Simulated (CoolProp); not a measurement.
Computed with CoolProp (reference Helmholtz-energy equation of state, Akasaka 2015).

**Question.** Give the vapour pressure (MPa), liquid density (kg/m³), liquid viscosity (µPa s) of saturated R245fa at 34.25 °C.

**Answer.** 
```csv
T (°C),p (MPa),liquid density (kg/m³),liquid viscosity (µPa s)
34.25,0.207,1310,354
```

Viscosity comes from a separate model (Bell 2016), an estimate that may be off by 10 % or more.
